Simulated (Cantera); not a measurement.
A Cantera script and its output.

```python
import numpy as np
import cantera as ct

gas = ct.Solution("gri30.yaml")
gas.TPX = 475, 1100000, {'CH4': 1, 'H2': 0.68, 'O2': 2.75, 'N2': 10.4}
inlet = ct.Reservoir(gas, clone=True)
gas.equilibrate("HP")  # start burning
reactor = ct.IdealGasConstPressureReactor(gas, energy="on", clone=False)
exhaust = ct.Reservoir(gas, clone=True)
tau = [0.045, 0.018, 0.0069, 0.0027, 0.001, 0.0004, 0.00016, 6.1e-05, 2.4e-05][0]
for a, b in ((inlet, reactor), (reactor, exhaust)):
    ct.MassFlowController(a, b, mdot=lambda t: reactor.mass / tau)
net = ct.ReactorNet([reactor])
show = ['CH4', 'H2', 'O2', 'HCN', 'CH2O', 'CO']

rows = []
print(f"{'tau/s':>10s}{'T/K':>9s}" + "".join(f"{s:>11s}" for s in show))
for tau in [0.045, 0.018, 0.0069, 0.0027, 0.001, 0.0004, 0.00016, 6.1e-05, 2.4e-05]:
    net.initial_time = 0.0
    net.advance(30 * tau)
    before = gas.X
    net.advance(40 * tau)
    drift = np.max(np.abs(gas.X - before) / (gas.X + 1e-9))
    rows.append([gas.T, *gas[show].X, drift])
    print(f"{tau:10.3e}{gas.T:9.1f}" + "".join(f"{x:11.3e}" for x in gas[show].X))
```

Output:

```
     tau/s      T/K        CH4         H2         O2        HCN       CH2O         CO
 4.500e-02   2228.9  1.047e-06  4.783e-04  2.732e-02  1.130e-07  1.626e-07  9.685e-04
 1.800e-02   2229.7  2.534e-06  5.055e-04  2.776e-02  1.590e-07  3.977e-07  1.043e-03
 6.900e-03   2228.5  6.247e-06  5.722e-04  2.812e-02  2.078e-07  9.930e-07  1.226e-03
 2.700e-03   2224.0  1.441e-05  7.213e-04  2.848e-02  2.714e-07  2.328e-06  1.632e-03
 1.000e-03   2212.9  3.242e-05  1.056e-03  2.907e-02  3.846e-07  5.347e-06  2.535e-03
 4.000e-04   2193.9  6.479e-05  1.630e-03  3.003e-02  5.592e-07  1.079e-05  4.080e-03
 1.600e-04   2162.5  1.277e-04  2.572e-03  3.168e-02  8.311e-07  2.094e-05  6.639e-03
 6.100e-05   2110.5  2.722e-04  4.090e-03  3.469e-02  1.265e-06  4.196e-05  1.094e-02
 2.400e-05   2029.8  6.557e-04  6.296e-03  4.010e-02  1.888e-06  8.896e-05  1.780e-02
```

Model: GRI-Mech 3.0 (53 species, 325 reactions), integrated in Cantera.
